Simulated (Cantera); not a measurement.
Standard-state values (1 bar) from the NASA 1993 polynomials, evaluated with Cantera. Values are per mole of reaction as written; species without (g) are pure solids or liquids, kept so even where they would boil at 1 bar.

**Question.** Between 300 and 700 K, where is each reaction favourable under standard conditions?
- N2(g) + 2 SrO ⇌ 2 NO(g) + 2 Sr

**Answer.** 
- N2(g) + 2 SrO ⇌ 2 NO(g) + 2 Sr: ΔG° is 1298 kJ at 300 K and 1208 kJ at 700 K; it stays positive (K < 1). ΔH° is 1362 kJ and ΔS° 219 J/K at 700 K.
